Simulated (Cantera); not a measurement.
A closed system holds: 1 mol SiHCl3, 0.2 mol Cl2, 23 mol N2, at 1102 °C and 4.30 mbar.

Equilibrium computed with Cantera from the NASA thermochemical tables; the gas is ideal and each condensed phase is pure. Candidate condensed phases: NH4Cl, Si, Si3N4; 28 gas species. N2 is the only nitrogen source here; it is nearly inert below about 1500 K, so the nitride shown seldom forms there in practice. The tables' values for SiCl3 are old estimates; treat these amounts as uncertain. Rates play no part.

Base state: N2 0.925, HCl 0.0368, SiCl2 0.0192, SiCl4 0.0105, SiCl3 0.00662, H2 0.00176, Cl 3.79e-5, SiHCl3 3.21e-5 (mole fractions); condensed: Si3N4(s).

What changes in the equilibrium state with this change: pressure from 4.30 mbar to 1.60 bar?


```json
[
 {"species": "N2", "before": "0.925", "after": "0.935"},
 {"species": "HCl", "before": "0.0368", "after": "0.0353"},
 {"species": "SiCl4", "before": "0.0105", "after": "0.0251"},
 {"species": "SiCl2", "before": "0.0192", "after": "0.000213"},
 {"species": "Cl", "before": "3.79e-5", "after": "1.49e-6"},
 {"species": "SiCl3", "before": "0.00662", "after": "0.00108"},
 {"species": "SiHCl3", "before": "3.21e-5", "after": "0.000127"},
 {"species": "Si3N4(s), mol", "before": "0.0330", "after": "0.118"}
]
```

What changes in the equilibrium state with this change: pressure from 4.30 mbar to 0.110 bar?


| species | before | after |
|---|---|---|
| N2 | 0.925 | 0.934 |
| HCl | 0.0368 | 0.0368 |
| SiCl4 | 0.0105 | 0.0224 |
| SiCl2 | 0.0192 | 0.00187 |
| Cl | 3.79e-5 | 6.92e-6 |
| SiHCl3 | 3.21e-5 | 8.03e-5 |
| SiCl3 | 0.00662 | 0.00302 |
| H2 | 0.00176 | 0.00207 |
| Si3N4(s), mol | 0.0330 | 0.111 |
